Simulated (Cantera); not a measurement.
Feed: 1 mol SiH4, 0.46 mol C2H2, 300 mol H2, equilibrated at 2498 K and 133 Pa.

Cantera equilibrium calculation (NASA polynomials, part measured and part estimated; ideal gas, pure solids and liquids). Candidate condensed phases: C, C6H6, C7H8, C8H18, Si, SiC; 87 gas species. Rates play no part.

Base state: H2 0.509, H 0.487, Si 0.00237, C2H2 (acetylene) 0.000911, SiC2 0.000102, C2H 6.23e-5, C 4.96e-5, C3 2.46e-5 (mole fractions); condensed: gas only.

Q: What changes in the equilibrium state with this change: H2 from 300 to 10 mol?

A: 
```tsv
species	before	after
H2	0.509	0.470
H	0.487	0.468
Si	0.00237	0.0444
SiC2	0.000102	0.0115
Si2C	3.91e-7	0.000336
Si2	4.27e-8	1.50e-5
C(graphite), mol	0	0.297
```

Q: What changes in the equilibrium state with this change: temperature from 2498 K to 925 K?

A: 
```tsv
species	before	after
H2	0.509	1.00
H	0.487	7.13e-9
Si	0.00237	<1e-9
C2H2 (acetylene)	0.000911	<1e-9
SiC2	0.000102	<1e-9
C2H	6.23e-5	<1e-9
C	4.96e-5	<1e-9
C3	2.46e-5	<1e-9
Si(s), mol	0	0.0800
SiC(s), mol	0	0.920
```
